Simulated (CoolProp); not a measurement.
Values from CoolProp's reference Helmholtz-energy equation of state, Gao 2022.

Question: For n-perfluorohexane, give the phase and the density (kg/m³), Joule-Thomson coefficient (K/MPa), isothermal compressibility (1/MPa), expansivity (1/kK) at 419.5 K and 6.1 MPa; 438.1 K and 6.1 MPa.

Answer: 
- 419.5 K and 6.1 MPa: liquid; density 1330, Joule-Thomson coefficient 0.115, isothermal compressibility 0.0125, expansivity 2.82
- 438.1 K and 6.1 MPa: liquid; density 1260, Joule-Thomson coefficient 0.278, isothermal compressibility 0.0179, expansivity 3.26
